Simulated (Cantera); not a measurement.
A closed system holds: 1 mol Si, 2.8 mol H2, 1.4 mol HCl, held at 0.133 bar.

Method: chemical equilibrium by Gibbs-energy minimisation in Cantera with the NASA 1993 tables (ideal gas, pure condensed phases). Candidate condensed phases: Si; 19 gas species. Equilibrium is a limit: real reactors are often held back by kinetics, nucleation or transport.

Question: What share of the Si ends up in condensed phases as a function of T (K), at 550, 650, 750, 850, 950, 1050, 1150, 1250, 1350, 1450, 1550, 1650?

Answer: 
```
T (K)  Si condensed (%)     as
-----  ----------------  -----
550                61.9  Si(s)
650                62.1  Si(s)
750                62.2  Si(s)
850                62.6  Si(s)
950                63.3  Si(s)
1050               64.5  Si(s)
1150               65.9  Si(s)
1250               66.4  Si(s)
1350               65.3  Si(s)
1450               63.1  Si(s)
1550               61.4  Si(s)
1650               60.3  Si(s)
```
